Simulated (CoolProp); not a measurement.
Model: reference Helmholtz-energy equation of state, Gao 2020, in CoolProp.

Problem. For ammonia, give the phase and the cp (kJ/(kg K)), cv (kJ/(kg K)), speed of sound (m/s), viscosity (µPa s) at 61.65 °C and 3610 kPa; 252.85 °C and 3610 kPa.

Solution. 
- 61.65 °C and 3610 kPa: liquid; cp 5.24, cv 2.75, speed of sound 1060, viscosity 93.8
- 252.85 °C and 3610 kPa: gas; cp 2.73, cv 2.10, speed of sound 551, viscosity 19.0

Viscosity comes from a separate model (Fenghour 1995).
